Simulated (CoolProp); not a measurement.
The numbers come from the reference Helmholtz-energy equation of state, Kamei 1995 in CoolProp.

Problem. For R22, give the phase and the cv (kJ/(kg K)), Joule-Thomson coefficient (K/MPa), isothermal compressibility (1/MPa), expansivity (1/kK) at -68.45 °C and 12 MPa.

Solution. 
- -68.45 °C and 12 MPa: liquid; cv 0.663, Joule-Thomson coefficient -0.412, isothermal compressibility 0.00100, expansivity 1.69
